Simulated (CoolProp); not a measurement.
Vapour-liquid equilibrium of CH2F2 (R32) (1) + fluoroethane (R161) (2) at 1.33 bar; x and y are mole fractions of (1).

The numbers come from the multi-fluid Helmholtz-energy mixture model, Tillner-Roth 1997 and Wu 2012; pair parameters Bell 2016 in CoolProp.

```csv
x,"bubble temperature, mixture model (°C)","bubble temperature, Raoult's law (°C)","y, mixture model","y, Raoult's law"
0.05,-33.0,-32.5,0.107,0.093
0.125,-34.9,-34.0,0.239,0.217
0.2,-36.5,-35.4,0.346,0.327
0.275,-37.9,-36.7,0.437,0.425
0.35,-39.1,-37.9,0.515,0.513
0.425,-40.2,-39.1,0.586,0.591
0.5,-41.1,-40.2,0.650,0.662
0.575,-42.0,-41.2,0.710,0.727
0.65,-42.9,-42.2,0.766,0.785
0.725,-43.6,-43.1,0.820,0.839
0.8,-44.4,-44.0,0.871,0.888
0.875,-45.1,-44.8,0.921,0.933
0.95,-45.7,-45.6,0.969,0.974
```

The largest gap from Raoult's law is -1.2 K in bubble temperature, at x = 0.275. No azeotrope shows between x = 0.05 and 0.95.

The pair parameters rest on a limited set of measurements; away from them the model extrapolates.
